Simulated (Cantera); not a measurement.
A perfectly stirred reactor is fed with H2 : O2 : N2 = 1.4 : 1 : 1.5 (molar parts), at 0.553 atm; it is held at 1225 K, and followed from long to short residence time.

Computed with Cantera and the H2/O2 subset of GRI-Mech 3.0, which has no nitrogen chemistry. The temperature is held fixed by assumption; the heat of reaction is taken as removed at once.

Q: What does this change do: pressure from 0.553 atm to 0.207 atm?

A: 
```tsv
quantity	before	after
x(H2) at τ = 2.90 s	0.000129	0.000186
x(O2) at τ = 2.90 s	0.0938	0.0937
x(O) at τ = 2.90 s	5.17e-6	2.92e-5
x(OH) at τ = 2.90 s	0.000121	0.000317
x(H2O2) at τ = 2.90 s	4.18e-7	6.32e-7
x(H2) at τ = 69.0 ms	0.00153	0.00217
x(O2) at τ = 69.0 ms	0.0943	0.0943
x(O) at τ = 69.0 ms	8.41e-5	0.000390
x(OH) at τ = 69.0 ms	0.000419	0.00113
x(H2O2) at τ = 69.0 ms	2.84e-6	2.72e-6
```

Q: What does this change do: pressure from 0.553 atm to 0.395 atm?

A: 
```json
[
 {"quantity": "x(H2) at τ = 2.90 s", "before": "0.000129", "after": "0.000134"},
 {"quantity": "x(O2) at τ = 2.90 s", "before": "0.0938", "after": "0.0938"},
 {"quantity": "x(O) at τ = 2.90 s", "before": "5.17e-6", "after": "1.01e-5"},
 {"quantity": "x(OH) at τ = 2.90 s", "before": "0.000121", "after": "0.000178"},
 {"quantity": "x(H2O2) at τ = 2.90 s", "before": "4.18e-7", "after": "5.26e-7"},
 {"quantity": "x(H2) at τ = 69.0 ms", "before": "0.00153", "after": "0.00159"},
 {"quantity": "x(O2) at τ = 69.0 ms", "before": "0.0943", "after": "0.0942"},
 {"quantity": "x(O) at τ = 69.0 ms", "before": "8.41e-5", "after": "0.000149"},
 {"quantity": "x(OH) at τ = 69.0 ms", "before": "0.000419", "after": "0.000623"},
 {"quantity": "x(H2O2) at τ = 69.0 ms", "before": "2.84e-6", "after": "2.88e-6"}
]
```

Q: What does this change do: pressure from 0.553 atm to 0.987 atm?

A: 
```json
[
 {"quantity": "x(H2) at τ = 2.90 s", "before": "0.000129", "after": "0.000245"},
 {"quantity": "x(O2) at τ = 2.90 s", "before": "0.0938", "after": "0.0938"},
 {"quantity": "x(O) at τ = 2.90 s", "before": "5.17e-6", "after": "1.04e-6"},
 {"quantity": "x(OH) at τ = 2.90 s", "before": "0.000121", "after": "3.20e-5"},
 {"quantity": "x(H2O2) at τ = 2.90 s", "before": "4.18e-7", "after": "2.82e-7"},
 {"quantity": "x(H2) at τ = 69.0 ms", "before": "0.00153", "after": "0.00246"},
 {"quantity": "x(O2) at τ = 69.0 ms", "before": "0.0943", "after": "0.0948"},
 {"quantity": "x(O) at τ = 69.0 ms", "before": "8.41e-5", "after": "2.52e-5"},
 {"quantity": "x(OH) at τ = 69.0 ms", "before": "0.000419", "after": "0.000129"},
 {"quantity": "x(H2O2) at τ = 69.0 ms", "before": "2.84e-6", "after": "5.05e-6"}
]
```
